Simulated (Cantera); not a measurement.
Mixture: C₃H₈ : O₂ : N₂ = 1 : 12.2 : 45.9 (molar parts), equivalence ratio 0.41, at 2480 Torr, adiabatic and at constant pressure. Ignition delay is the time to a rise of 400 K.

Detailed kinetics in Cantera: GRI-Mech 3.0 (53 species, 325 reactions). GRI-Mech 3.0 was tuned for natural gas; its chemistry of propane as a main component is partial and can be far from experiment.

Problem. Predict: delay at 1223 K; delay at 1323 K; delay at 1423 K; delay at 1523 K; delay at 1623 K; apparent activation energy between 1523 and 1623 K.

Solution. 
| Quantity | Result |
|---|---|
| delay at 1223 K | 1.91 ms |
| delay at 1323 K | 0.340 ms |
| delay at 1423 K | 84.9 µs |
| delay at 1523 K | 29.6 µs |
| delay at 1623 K | 13.7 µs |
| apparent activation energy between 1523 and 1623 K | 160 kJ/mol |
